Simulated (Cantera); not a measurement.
An isothermal, constant-pressure homogeneous reactor starts with H₂ : O₂ : N₂ = 0.76 : 1 : 0.76 (molar parts), equivalence ratio 0.38, at 975 K and 0.110 bar.

Detailed kinetics in Cantera: GRI-Mech 3.0 (53 species, 325 reactions). Radical loss at walls, strong at low pressure, is not modelled. The temperature is held fixed by assumption; the heat of reaction is taken as removed at once.

x: mole fraction; the columns are a selection and need not sum to one.

| t (s) | x H₂ | x O₂ | x H₂O₂ | x NO₂ | x NO |
|---|---|---|---|---|---|
| 0.000400 | 0.302 | 0.397 | 4.68e-10 | <1e-12 | <1e-12 |
| 0.00103 | 0.0402 | 0.300 | (withheld) | 6.16e-11 | 4.27e-7 |
| 0.00265 | 0.00509 | 0.291 | (withheld) | 5.74e-9 | 4.77e-7 |
| 0.00684 | 0.00204 | 0.290 | (withheld) | 2.26e-8 | 4.62e-7 |
| 0.0176 | 0.000786 | 0.290 | (withheld) | 5.58e-8 | 4.29e-7 |
| 0.0454 | 0.000242 | 0.290 | (withheld) | 1.02e-7 | 3.82e-7 |
| 0.117 | 4.70e-5 | 0.290 | (withheld) | 1.30e-7 | 3.55e-7 |
| 0.301 | 4.30e-6 | 0.290 | (withheld) | 1.00e-7 | 3.84e-7 |
| 0.776 | 1.63e-7 | 0.290 | (withheld) | 4.56e-8 | 4.39e-7 |
| 2.00 | 4.71e-9 | 0.290 | (withheld) | 1.44e-8 | 4.70e-7 |

Question: Complete the blanks.

Answer: 
- 0.00103, x H₂O₂: 7.63e-6
- 0.00265, x H₂O₂: 5.20e-6
- 0.00684, x H₂O₂: 4.78e-6
- 0.0176, x H₂O₂: 3.58e-6
- 0.0454, x H₂O₂: 1.51e-6
- 0.117, x H₂O₂: 2.58e-7
- 0.301, x H₂O₂: 5.26e-8
- 0.776, x H₂O₂: 1.75e-8
- 2.00, x H₂O₂: 6.28e-9
